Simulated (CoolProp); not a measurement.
Vapour-liquid equilibrium of R113 (1) + acetone (2) at 0.0097 MPa; x and y are mole fractions of (1).

Values from CoolProp's multi-fluid Helmholtz-energy mixture model, Marx 1992 and Lemmon 2006; pair parameters Bell 2016.

**Question.** Give the bubble temperature and the first vapour's composition at x = 0.725, 0.875, 0.95. Is there an azeotrope?

**Answer.** x = 0.725: 262.2 K, y = 0.717; x = 0.875: 262.6 K, y = 0.815; x = 0.95: 263.5 K, y = 0.906. y crosses x between x = 0.65 and 0.725: the model has an azeotrope there.

Pair parameters are fitted to limited data, so mixtures are less certain than the pure fluids.
